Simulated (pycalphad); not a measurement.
Source of the numbers: pycalphad with the COST 507 light-alloy database (1999); pressure 1 atm. The database dates from 1999; later assessments differ in places, in temperatures and in the compounds included. Phase fractions are per mole of atoms. Kinetics are ignored, which matters at the lower temperatures.

Task: Give the equilibrium state of Hf-36.3C (at.%) at 3250 K.

Result: 
```
T = 3250.00 K, P = 101325 Pa, N = 1 mol of atoms
G = -298986 J/mol, H = -3323 J/mol, S = 90.97 J/(mol K)  (SER reference)
chemical potentials (J/mol): Hf -305112, C -288236
phase             fraction      x(Hf)       x(C)
FCC_A1              0.9930     0.6352     0.3648
LIQUID              0.0070     0.8849     0.1151
```

Task: Give the equilibrium state of Hf-36.3C (at.%) at 1150 K.

Result: 
```
T = 1150.00 K, P = 101325 Pa, N = 1 mol of atoms
G = -138167 J/mol, H = -71412 J/mol, S = 58.05 J/(mol K)  (SER reference)
chemical potentials (J/mol): Hf -70150, C -257525
phase             fraction      x(Hf)       x(C)
FCC_A1              0.9792     0.6301     0.3699
HCP_A3              0.0208     0.9644     0.0356
```

FCC_A1 is fcc; HCP_A3 is hcp. The fcc model also describes the rock-salt carbide or nitride (TiC, TiN, HfC).
